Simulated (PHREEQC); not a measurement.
PHREEQC input (ion-association model, wateq4f.dat):

```
SOLUTION_MASTER_SPECIES
  An  An-  0  An  62.0  # stands for a non-complexing anion
SOLUTION_SPECIES
  An- = An-
    -log_k 0
    -gamma 3.0 0
PHASES
  Fix_H+
    H+ = H+
    -log_k 0
SOLUTION 1
  temp 25
  units mmol/kgw
  pH 7 charge
  F 0.069
  Na 5.069
  An 5
END
SELECTED_OUTPUT 1
  -reset false
  -pH true
  -pe true
  -ionic_strength true
  -water true
  -totals F Na
  -molalities Hfo_wOH Hfo_wOH2+ Hfo_wO- Hfo_sOH Hfo_sOH2+ Hfo_sO- Hfo_wF Hfo_wOHF-
USER_PUNCH 1
  -headings sigma psi
  10 PUNCH EDL("sigma", "Hfo"), EDL("psi", "Hfo")
PRINT
  -reset false
USE solution 1
SURFACE 1
  Hfo_wOH 0.000186517 600 0.083
  Hfo_sOH 4.66292e-06
EQUILIBRIUM_PHASES 1
  Fix_H+ -3 HAn 10
    -force_equality true
  O2(g) -0.68 10
END
# ... the last block is repeated for the other 16 points of pH, with NaOH or the acid as the point needs
```

Selected output (columns that matter, 17 of 17 rows; pH added in front):

```
pH	mu	F	Na	m_Hfo_wOH	m_Hfo_wOH2+	m_Hfo_wO-	m_Hfo_sOH	m_Hfo_sOH2+	m_Hfo_sO-	m_Hfo_wF	m_Hfo_wOHF-	sigma	psi
3	0.0062045	1.6125e-05	0.005069	1.4286e-05	0.00011932	3.9184e-08	4.9845e-07	4.1631e-06	1.3672e-09	4.4605e-05	8.2697e-06	0.22316	0.19925
3.5	0.0054539	1.3841e-05	0.005069	2.7714e-05	0.00010347	1.7004e-07	9.8377e-07	3.6731e-06	6.0361e-09	3.8988e-05	1.617e-05	0.17594	0.19036
4	0.0052103	1.6353e-05	0.005069	4.458e-05	8.8778e-05	5.1283e-07	1.5528e-06	3.0923e-06	1.7863e-08	2.9617e-05	2.303e-05	0.13236	0.17693
4.5	0.0051276	2.2437e-05	0.005069	6.3823e-05	7.4885e-05	1.2461e-06	2.1264e-06	2.495e-06	4.1517e-08	2.0072e-05	2.6491e-05	0.096109	0.16094
5	0.0050972	3.1296e-05	0.005069	8.4515e-05	6.1644e-05	2.6544e-06	2.6482e-06	1.9316e-06	8.3174e-08	1.2073e-05	2.5631e-05	0.068218	0.14357
5.5	0.0050846	4.1681e-05	0.005069	0.0001048	4.9293e-05	5.1044e-06	3.0696e-06	1.4438e-06	1.4951e-07	6.3647e-06	2.0955e-05	0.047526	0.12527
6	0.0050783	5.1866e-05	0.005069	0.00012184	3.8771e-05	8.7716e-06	3.3541e-06	1.0673e-06	2.4147e-07	2.9206e-06	1.4213e-05	0.032188	0.10573
6.5	0.0050745	6.0046e-05	0.005069	0.00013337	3.1089e-05	1.3107e-05	3.5023e-06	8.1642e-07	3.4419e-07	1.1715e-06	7.7825e-06	0.020679	0.084146
7	0.0050721	6.5137e-05	0.005069	0.00013941	2.6351e-05	1.6896e-05	3.5589e-06	6.727e-07	4.3133e-07	4.2022e-07	3.4426e-06	0.012117	0.059954
7.5	0.0050704	6.7558e-05	0.005069	0.00014191	2.3691e-05	1.9474e-05	3.5754e-06	5.9688e-07	4.9064e-07	1.4031e-07	1.3015e-06	0.0058541	0.033567
8	0.0050692	6.8501e-05	0.0050691	0.00014279	2.2082e-05	2.1151e-05	3.5792e-06	5.5352e-07	5.302e-07	4.5269e-08	4.5329e-07	0.00097008	0.0059541
8.5	0.005073	6.8832e-05	0.0050742	0.00014302	2.0808e-05	2.252e-05	3.5787e-06	5.2067e-07	5.6351e-07	1.4408e-08	1.5336e-07	-0.0036979	-0.022055
9	0.005082	6.8943e-05	0.0050846	0.00014294	1.9408e-05	2.4116e-05	3.5745e-06	4.8535e-07	6.0308e-07	4.5606e-09	5.2012e-08	-0.0094505	-0.049859
9.5	0.0051076	6.898e-05	0.0051124	0.00014246	1.7548e-05	2.6493e-05	3.5618e-06	4.3875e-07	6.6239e-07	1.4378e-09	1.8075e-08	-0.0178	-0.076935
10	0.0051849	6.8993e-05	0.005193	0.0001411	1.4999e-05	3.0408e-05	3.5277e-06	3.75e-07	7.6023e-07	4.5018e-10	6.558e-09	-0.030616	-0.10273
10.5	0.0054246	6.8997e-05	0.0054378	0.00013772	1.1717e-05	3.7082e-05	3.4429e-06	2.9292e-07	9.2706e-07	1.3871e-10	2.5247e-09	-0.050382	-0.12658
11	0.006179	6.8999e-05	0.0062002	0.0001298	7.9069e-06	4.8812e-05	3.2449e-06	1.9767e-07	1.2203e-06	4.1127e-11	1.0454e-09	-0.081242	-0.14758
```

The oxide is taken as insoluble; below pH 4 it would dissolve.
